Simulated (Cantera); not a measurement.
Input (Python, Cantera) and output of one run.

```python
import numpy as np
import cantera as ct

gas_names = """
    H H2 H2S Ni NiS S SH S2 S8
""".split()
cond_names = """
    Ni(cr) Ni(L) NiS(b) NiS(a) NiS(L) NiS2(s) NiS2(L) Ni3S2(I) Ni3S2(II) Ni3S2(L) Ni3S4(s) S(cr1) S(cr2)
    S(L)
""".split()


# ... load() reads the species with a 1 bar reference pressure and builds the phases ...
atoms = {
    'NiS': {'Ni': 1, 'S': 1},
    'H2': {'H': 2},
}
top_T = {'Ni3S4(s)': 620}  # K; cautious upper limits of use, not melting points


# ... equilibrate(T, P, feed) seeds the gas with the atoms and calls Mixture.equilibrate('TP', solver="vcs", rtol=1e-11, max_steps=5000) ...
results = []
feed = {'NiS': 1, 'H2': 0.93}  # mol
T = 1648.15  # K
for P in [10, 52, 270, 1400, 7200, 37000, 190000, 1000000]:
    mix = equilibrate(T, P, feed)
    results.append((T, P, feed, dict(zip(mix.species_names, mix.species_moles))))

top = {s: max(r[3][s] / sum(r[3][g] for g in gas_names) for r in results) for s in gas_names}
cols = sorted((s for s in top if top[s] > 0.001), key=lambda s: -top[s])[:6]
seen = [c for c in cond_names if any(r[3].get(c, 0) > 1e-12 for r in results)]
print("log10 of partial pressures in bar; condensed amounts in mol")
print(f"{'P/Pa':>10s}" + "".join(f"{s[:9]:>10s}" for s in cols + seen))
for T, P, feed, n in results:
    ng = sum(n[g] for g in gas_names)
    print(f"{P:10.4g}" + "".join(f"{np.log10(max(n[s] / ng * P / 1e5, 1e-99)):10.3f}" for s in cols)
          + "".join(f"{n.get(c, 0):10.4g}" for c in seen))
```

Output:

```
log10 of partial pressures in bar; condensed amounts in mol
      P/Pa        H2       H2S        S2        SH         S        Ni    Ni(cr)  Ni3S2(L)
        10    -4.206    -6.173    -4.487    -5.905    -5.954    -5.975    0.9778         0
        52    -3.366    -5.159    -4.140    -5.311    -5.780    -6.006         0    0.3322
       270    -2.653    -4.097    -3.442    -4.606    -5.432    -6.239         0    0.3331
      1400    -1.947    -3.057    -2.772    -3.918    -5.097    -6.462         0    0.3333
      7200    -1.254    -2.057    -2.159    -3.265    -4.790    -6.667         0    0.3333
   3.7e+04    -0.571    -1.116    -1.644    -2.666    -4.533    -6.838         0    0.3333
   1.9e+05     0.111    -0.258    -1.291    -2.148    -4.356    -6.956         0    0.3333
     1e+06     0.814     0.529    -1.123    -1.713    -4.272    -7.012         0    0.3333
```

Equilibrium computed with Cantera from the NASA thermochemical tables; the gas is ideal and each condensed phase is pure.
